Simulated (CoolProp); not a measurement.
Model: reference Helmholtz-energy equation of state, Lemmon 2006, in CoolProp. It is a short technical equation, of lower accuracy than the large ones.

Task: For carbon monoxide, give the phase and the cp (kJ/(kg K)), Joule-Thomson coefficient (K/MPa) at 307.1 K and 0.101 MPa; 340.1 K and 0.101 MPa; 373 K and 0.101 MPa.

Result: 
- 307.1 K and 0.101 MPa: gas; cp 1.04, Joule-Thomson coefficient 2.40
- 340.1 K and 0.101 MPa: gas; cp 1.04, Joule-Thomson coefficient 1.92
- 373 K and 0.101 MPa: gas; cp 1.05, Joule-Thomson coefficient 1.53
